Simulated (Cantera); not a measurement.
**Stirred combustor or abatement burner**

A perfectly stirred reactor is fed with 20.5 % H2, 16.0 % O2, 60.4 % N2, 3.08 % H2O, equivalence ratio 0.64, at 1.30 bar; it is adiabatic with a 425 K inlet, and is followed from long to short residence time, starting on the burning branch (τ in s: 0.028, 0.011, 0.004, 0.0015, 0.00056, 0.00021, 7.9e-05, 3e-05, 1.1e-05, 4.2e-06).

Cantera simulation using the H2/O2 subset of GRI-Mech 3.0, which has no nitrogen chemistry; the numbers are that mechanism's predictions, not measurements.

```csv
τ (s),T (K),x H2,x O2,x H2O,x HO2,x O,x H2O2,x H
0.028,1949,0.000624,0.0636,0.261,2.92e-6,0.000308,1.92e-7,7.75e-5
0.011,1940,0.00109,0.0635,0.259,4.41e-6,0.000531,2.59e-7,0.000178
0.0040,1923,0.00205,0.0634,0.257,7.55e-6,0.000998,3.73e-7,0.000464
0.0015,1894,0.00373,0.0634,0.254,1.30e-5,0.00183,5.42e-7,0.00117
0.00056,1844,0.00658,0.0639,0.248,2.18e-5,0.00323,8.12e-7,0.00286
0.00021,1765,0.0109,0.0652,0.240,3.46e-5,0.00530,1.31e-6,0.00639
7.9e-5,1649,0.0172,0.0681,0.228,5.15e-5,0.00768,2.47e-6,0.0126
3.0e-5,1489,0.0288,0.0750,0.210,7.62e-5,0.00891,5.47e-6,0.0208
1.1e-5,425,0.205,0.160,0.0308,<1e-12,<1e-12,<1e-12,<1e-12
4.2e-6,425,0.205,0.160,0.0308,<1e-12,<1e-12,<1e-12,<1e-12
```
x: mole fraction; the columns are a selection and need not sum to one.
